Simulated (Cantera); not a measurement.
**Gas-phase reforming**

An isothermal, constant-pressure homogeneous reactor starts with CH₄ : CO₂ : H₂ = 1 : 0.95 : 0.13 (molar parts), at 1525 K and 3.85 atm.

Computed with Cantera and GRI-Mech 3.0 (53 species, 325 reactions).

```
t (s)      x CH₄   x CO₂    x H₂   x CH₂CO      x CO
--------  ------  ------  ------  --------  --------
9.00e-5    0.481   0.457  0.0626  1.01e-11   1.88e-5
0.000308   0.480   0.457  0.0629  2.28e-10   8.94e-5
0.00106    0.478   0.456  0.0640   4.14e-9  0.000399
0.00362    0.468   0.453  0.0698   5.83e-8   0.00180
0.0124     0.437   0.439  0.0931   5.28e-7   0.00764
0.0424     0.353   0.388   0.149   3.73e-6    0.0333
0.145      0.211   0.255   0.197   1.84e-5     0.125
0.498     0.0978   0.109   0.213   3.94e-5     0.248
1.70      0.0919  0.0793   0.256   2.26e-5     0.309
5.84      0.0890  0.0516   0.318   8.42e-6     0.378
20.0      0.0719  0.0277   0.385   2.99e-6     0.430
```
x: mole fraction; the columns are a selection and need not sum to one.

Equilibrium at this temperature and pressure: CH₄ 0.0124, CO₂ 8.67e-5, H₂ 0.510, CH₂CO 2.65e-7, CO 0.477 (gas phase only).
